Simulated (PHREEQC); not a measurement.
**Silver or lead bath: an equilibrium model**

A solution holds 2.1 mmol/kgw AgNO3, 0.17 mmol/kgw NaNO3 and 21 mmol/kgw Cu(NO3)2, at 25 °C. Closed to the air; pH follows from the charge balance.

The numbers come from PHREEQC with the ion-association model, wateq4f.dat.

Each row changes one thing in this solution. This is a speciation only: nothing precipitates in the calculation.

```
case                                               pH  Cu2(OH)2+2 (mol/kgw)  CuOH+ (mol/kgw)  Cu(OH)2 (mol/kgw)  SI of Tenorite (CuO)  SI of Cu2(OH)3NO3 (Cu2(OH)3NO3)
-----------------------------------------------  ----  --------------------  ---------------  -----------------  --------------------  -------------------------------
as made                                          4.58               1.32e-5          4.46e-6            2.77e-7                 -0.49                            -1.02
Cu(NO3)2 from 0.021 to 0.21 mol/kgw              4.08               4.97e-5          9.28e-6            1.27e-7                 -0.77                            -0.22
diluted 100-fold with water                      5.60               2.72e-7          7.66e-7            6.24e-7                 -0.14                            -3.26
diluted 2-fold with water                        4.74               8.21e-6          3.67e-6            3.54e-7                 -0.39                            -1.25
AgNO3 from 0.0021 to 0.00315 mol/kgw             4.58               1.32e-5          4.46e-6            2.77e-7                 -0.49                            -1.01
NaNO3 from 0.00017 to 0.00034 mol/kgw            4.58               1.32e-5          4.46e-6            2.77e-7                 -0.49                            -1.02
Cu(NO3)2 from 0.021 to 0.0021 mol/kgw            5.13               2.44e-6          2.14e-6                [?]                 -0.20                            -1.77
temperature from 25 to 45 °C                     4.33               2.65e-5          2.48e-6            8.64e-8                 -0.29                              [?]
AgNO3 replaced by Ba(NO3)2 at the same molality  4.58               1.31e-5              [?]            2.75e-7                 -0.49                            -1.01
```

Question: Complete the blanks.

Answer: 
- Cu(NO3)2 from 0.021 to 0.0021 mol/kgw, Cu(OH)2 (mol/kgw): 5.45e-7
- temperature from 25 to 45 °C, SI of Cu2(OH)3NO3 (Cu2(OH)3NO3): -0.99
- AgNO3 replaced by Ba(NO3)2 at the same molality, CuOH+ (mol/kgw): 4.44e-6

Complexes and solids missing from the database can't appear. Away from 25 °C the constants follow the database's enthalpies or fits; those with neither stay at their 25 °C values.
